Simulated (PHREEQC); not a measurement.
PHREEQC input (Pitzer model, pitzer.dat):

```
SOLUTION 1
  temp 20
  units mol/kgw
  pH 7 charge
  S(6) 0.069
  Na 0.298
  C(4) 0.02
  Cl 0.12
END
USE solution 1
INCREMENTAL_REACTIONS false
REACTION 1
  H2O -1
  0 9.886 18.011 24.689 30.178 34.689 38.397 41.444
  43.949 46.007 47.699 49.089 50.232 51.172 51.944 52.578
  53.1 53.528 53.88 54.17 54.408 54.603 54.764 54.896
  55.005 moles
EQUILIBRIUM_PHASES 1
  Burkeite 0 0
  Halite 0 0
  Mirabilite 0 0
  Nahcolite 0 0
  Natron 0 0
  Thenardite 0 0
  Trona 0 0
SELECTED_OUTPUT 1
  -reset false
  -pH true
  -pe true
  -ionic_strength true
  -water true
  -activities H2O
  -totals C Cl Na S
  -molalities H+ Na+ Cl- CO3-2 SO4-2 OH- HCO3- CO2 HSO4-
  -equilibrium_phases Burkeite Halite Mirabilite Nahcolite Natron Thenardite Trona
PRINT
  -reset false
END
```

Selected output (columns that matter, 12 of 25 rows; water left (kg) added in front):

```
water left (kg)	pH	mu	C	Cl	Na	S	m_H+	m_Na+	m_Cl-	la_H2O	Burkeite	Halite	Mirabilite	Thenardite
1	11.04	0.38587	0.02	0.12	0.298	0.069	1.4112e-11	0.298	0.12	-0.0033391	0	0	0	0
0.675518	11.09	0.57157	0.029607	0.17764	0.44114	0.10214	1.3125e-11	0.44114	0.17764	-0.0048632	0	0	0	0
0.456321	11.137	0.84654	0.043829	0.26297	0.65305	0.15121	1.2175e-11	0.65305	0.26297	-0.0070864	0	0	0	0
0.253357	11.201	1.5256	0.07894	0.47364	1.1762	0.27234	1.0585e-11	1.1762	0.47364	-0.012518	0	0	0	0
0.171152	11.24	2.259	0.11686	0.70113	1.7411	0.40315	9.1879e-12	1.7411	0.70113	-0.018462	0	0	0	0
0.115628	11.28	3.3446	0.17297	1.0378	2.5772	0.59674	7.322e-12	2.5772	1.0378	-0.027717	0	0	0	0
0.078102	11.324	4.9525	0.25608	1.5365	3.8155	0.88346	4.968e-12	3.8155	1.5365	-0.04304	0	0	0	0
0.047946	11.388	6.3924	0.41714	2.5028	5.0978	0.88035	2.5668e-12	5.0978	2.5028	-0.066702	0	0	0.026791	0
0.0295826	11.461	9.0749	0.67607	4.0564	7.4042	0.9978	8.6864e-13	7.4042	4.0564	-0.11881	0	0	0.033723	0.005759
0.0198048	11.375	8.8532	0.56997	4.9597	7.5572	0.7288	7.5019e-13	7.5572	4.9597	-0.13366	0.0087118	0.021774	0	0.037143
0.0133915	11.375	8.8532	0.56997	4.9597	7.5572	0.7288	7.5019e-13	7.5572	4.9597	-0.13366	0.012367	0.053583	0	0.034506
0.00904983	11.375	8.8532	0.56997	4.9597	7.5572	0.7288	7.5019e-13	7.5572	4.9597	-0.13366	0.014842	0.075116	0	0.032721
```

Species that the database lacks are ignored.
